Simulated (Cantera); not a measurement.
Cantera run, input and output.

```python
import numpy as np
import cantera as ct

gas = ct.Solution("gri30.yaml")
gas.TPX = 1348, 150, {'H2': 0.089, 'O2': 1}
reactor = ct.IdealGasConstPressureReactor(gas, energy="off", clone=False)
net = ct.ReactorNet([reactor])
net.rtol, net.atol = 1e-08, 1e-18
show = ['H2', 'O2', 'O', 'HO2', 'H']
times = np.geomspace(0.0003, 40, 12)

steps = ct.SolutionArray(gas, extra=["t"])
rows = []
print(f"{'t/s':>10s}{'T/K':>9s}{'P/Pa':>11s}" + "".join(f"{s:>11s}" for s in show))
for t in times:
    while net.time < t:
        t_next = net.step()
        steps.append(gas.state, t=t_next)
    rows.append([np.interp(t, steps.t, y) for y in (steps.T, steps.P, *steps(*show).X.T)])
    print(f"{t:10.3e}{rows[-1][0]:9.1f}{rows[-1][1]:11.4g}" + "".join(f"{x:11.3e}" for x in rows[-1][2:]))
rate = np.gradient(steps.T, steps.t)
print("integrator steps:", len(steps.t))
if steps.T.max() > steps.T[0] + 200:
    print(f"time of steepest temperature rise: {steps.t[rate.argmax()]:.4e} s")
gas.TPX = 1348, 150, {'H2': 0.089, 'O2': 1}
gas.equilibrate("TP")
print(f"equilibrium (TP): T = {gas.T:.1f} K  " + "  ".join(f"{s} {gas[s].X[0]:.3e}" for s in show))
```

It prints:

```
       t/s      T/K       P/Pa         H2         O2          O        HO2          H
 3.000e-04   1348.0        150  8.173e-02  9.183e-01  1.269e-08  2.802e-08  1.978e-08
 8.771e-04   1348.0        150  8.173e-02  9.183e-01  9.103e-08  8.185e-08  7.154e-08
 2.564e-03   1348.0        150  8.172e-02  9.183e-01  2.088e-06  2.387e-07  1.324e-06
 7.496e-03   1348.0        150  6.830e-02  9.085e-01  5.860e-03  2.695e-07  3.662e-03
 2.191e-02   1348.0        150  2.067e-03  8.538e-01  5.311e-02  3.737e-07  1.481e-02
 6.407e-02   1348.0        150  2.040e-03  8.546e-01  5.245e-02  3.731e-07  1.452e-02
 1.873e-01   1348.0        150  1.977e-03  8.568e-01  5.050e-02  3.718e-07  1.375e-02
 5.476e-01   1348.0        150  1.804e-03  8.628e-01  4.529e-02  3.672e-07  1.174e-02
 1.601e+00   1348.0        150  1.379e-03  8.765e-01  3.337e-02  3.484e-07  7.501e-03
 4.680e+00   1348.0        150  6.695e-04  8.968e-01  1.547e-02  2.792e-07  2.395e-03
 1.368e+01   1348.0        150  1.604e-04  9.101e-01  3.605e-03  1.412e-07  2.711e-04
 4.000e+01   1348.0        150  2.516e-05  9.138e-01  5.604e-04  4.330e-08  1.666e-05
integrator steps: 1014
equilibrium (TP): T = 1348.0 K  H2 4.569e-07  O2 9.147e-01  O 1.014e-05  HO2 3.181e-08  H 4.065e-08
```

Computed with Cantera and GRI-Mech 3.0 (53 species, 325 reactions). Radical loss at walls, strong at low pressure, is not modelled. The temperature is held fixed by assumption; the heat of reaction is taken as removed at once.
